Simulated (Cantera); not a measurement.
A perfectly stirred reactor is fed with H2 : O2 : N2 : H2O = 1.7 : 1 : 0.6 : 0.042 (molar parts), equivalence ratio 0.85, at 0.132 atm; it is held at 1175 K, and followed from long to short residence time.

Computed with Cantera and the H2/O2 subset of GRI-Mech 3.0, which has no nitrogen chemistry. The temperature is held fixed by assumption; the heat of reaction is taken as removed at once.

x: mole fraction; the columns are a selection and need not sum to one.

```json
[
 {"τ (s)": "20", "x H2": "0.000149", "x O2": "0.0602", "x H2O": "0.699", "x HO2": "2.58e-6", "x H": "3.81e-6", "x H2O2": "5.18e-7"},
 {"τ (s)": "6.1", "x H2": "0.000329", "x O2": "0.0603", "x H2O": "0.698", "x HO2": "5.09e-6", "x H": "1.26e-5", "x H2O2": "9.07e-7"},
 {"τ (s)": "1.9", "x H2": "0.000714", "x O2": "0.0604", "x H2O": "0.698", "x HO2": "9.09e-6", "x H": "4.04e-5", "x H2O2": "1.50e-6"},
 {"τ (s)": "0.59", "x H2": "0.00153", "x O2": "0.0607", "x H2O": "0.696", "x HO2": "1.44e-5", "x H": "0.000130", "x H2O2": "2.34e-6"},
 {"τ (s)": "0.18", "x H2": "0.00328", "x O2": "0.0614", "x H2O": "0.693", "x HO2": "2.02e-5", "x H": "0.000420", "x H2O2": "3.38e-6"},
 {"τ (s)": "0.057", "x H2": "(withheld)", "x O2": "0.0629", "x H2O": "0.687", "x HO2": "(withheld)", "x H": "(withheld)", "x H2O2": "(withheld)"},
 {"τ (s)": "0.018", "x H2": "0.0133", "x O2": "0.0659", "x H2O": "0.675", "x HO2": "2.91e-5", "x H": "0.00379", "x H2O2": "4.98e-6"},
 {"τ (s)": "0.0055", "x H2": "(withheld)", "x O2": "(withheld)", "x H2O": "0.650", "x HO2": "(withheld)", "x H": "(withheld)", "x H2O2": "5.11e-6"},
 {"τ (s)": "0.0017", "x H2": "0.0468", "x O2": "0.0836", "x H2O": "0.602", "x HO2": "3.70e-5", "x H": "0.0276", "x H2O2": "4.80e-6"},
 {"τ (s)": "0.00053", "x H2": "0.0786", "x O2": "0.102", "x H2O": "0.522", "x HO2": "4.10e-5", "x H": "0.0611", "x H2O2": "4.21e-6"},
 {"τ (s)": "0.00017", "x H2": "0.124", "x O2": "0.130", "x H2O": "0.409", "x HO2": "4.30e-5", "x H": "0.109", "x H2O2": "3.47e-6"}
]
```

Q: What belongs in the gaps?

A: 
- 0.057, x H2: 0.00671
- 0.057, x HO2: 2.50e-5
- 0.057, x H: 0.00128
- 0.057, x H2O2: 4.35e-6
- 0.0055, x H2: 0.0259
- 0.0055, x O2: 0.0722
- 0.0055, x HO2: 3.29e-5
- 0.0055, x H: 0.0108
